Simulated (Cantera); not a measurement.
# Sublimation and decomposition of ceramics: MgO + C + H2

A closed system holds: 1 mol MgO, 0.33 mol C, 0.031 mol H2, held at 0.300 bar.

Method: chemical equilibrium by Gibbs-energy minimisation in Cantera with the NASA 1993 tables (ideal gas, pure condensed phases). Candidate condensed phases: C, C6H6, C7H8, C8H18, H2O, Mg, MgCO3, MgO, Mg(OH)2; 116 gas species. The tables' values for MgH are old estimates; treat these amounts as uncertain. Rates play no part.

| T (K) | log p Mg | log p CO | log p H2 | log p H | log p CO2 | n MgO(s) |
|---|---|---|---|---|---|---|
| 2198 | -0.84 | -0.84 | -1.89 | -3.20 | -4.43 | 0.670 |
| 2273 | -0.85 | -0.84 | -1.89 | -3.02 | -4.08 | 0.670 |
| 2348 | -0.85 | -0.85 | -1.90 | -2.86 | -3.75 | 0.669 |
| 2423 | -0.85 | -0.85 | -1.92 | -2.71 | -3.44 | 0.668 |
| 2498 | -0.85 | -0.85 | -1.94 | -2.57 | -3.16 | 0.667 |
| 2573 | -0.84 | -0.85 | -1.97 | -2.45 | -2.89 | 0.665 |
| 2648 | -0.84 | -0.86 | -2.02 | -2.34 | -2.65 | 0.660 |
| 2723 | -0.84 | -0.87 | -2.09 | -2.25 | -2.42 | 0.653 |
| 2798 | -0.84 | -0.89 | -2.19 | -2.18 | -2.21 | 0.642 |
log p: log10 of the partial pressure in bar; n: condensed amount in mol.

From 2198 K to 2798 K the condensed part is MgO(s). The main Mg-bearing gas is Mg throughout.
